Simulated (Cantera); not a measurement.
KOH + H2O + O2 (calcination and drying)

A closed system holds: 1 mol KOH, 0.53 mol H2O, 2.3 mol O2, equilibrated at 1748.15 K and 3830 Torr.

Equilibrium computed with Cantera from the NASA thermochemical tables; the gas is ideal and each condensed phase is pure. Candidate condensed phases: H2O, K, KOH, KO2, K2O, K2O2; 15 gas species. Kinetics and transport are ignored.

```yaml
x(O2): 0.601
x(KOH): 0.257
x(H2O): 0.139
x(K2(OH)2): 0.00186
x(K): 0.000573
x(OH): 0.000509
x(KO): 0.000183
x(O): 2.52e-5
x(HO2): 3.47e-6
gas_amount: 3.825 mol
log10 activity of KOH(l) (absent): -0.29
log10 activity of K(l) (absent): -4.08
```
